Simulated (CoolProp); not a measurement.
Properties of R1132(E) along the isotherm 126.85 °C.

The numbers come from the reference Helmholtz-energy equation of state, Akasaka 2024 in CoolProp.

```csv
p (kPa),phase,Z,cv (kJ/(kg K)),speed of sound (m/s),Joule-Thomson coefficient (K/MPa),isothermal compressibility (1/MPa)
199,gas,0.9917,0.9817,241.1,7.058,5.067
398,gas,0.9833,0.9842,239.7,7.088,2.556
597,gas,0.9749,0.9867,238.2,7.118,1.719
796,gas,0.9663,0.9892,236.7,7.148,1.301
995,gas,0.9577,0.9918,235.3,7.177,1.050
1190,gas,0.9493,0.9943,233.8,7.206,0.8864
1390,gas,0.9405,0.9970,232.3,7.236,0.7664
1590,gas,0.9316,0.9998,230.8,7.265,0.6768
1790,gas,0.9226,1.003,229.3,7.294,0.6074
1990,gas,0.9136,1.005,227.8,7.322,0.5522
2190,gas,0.9045,1.008,226.3,7.350,0.5073
2390,gas,0.8952,1.011,224.7,7.377,0.4701
2590,gas,0.8859,1.014,223.2,7.403,0.4389
```
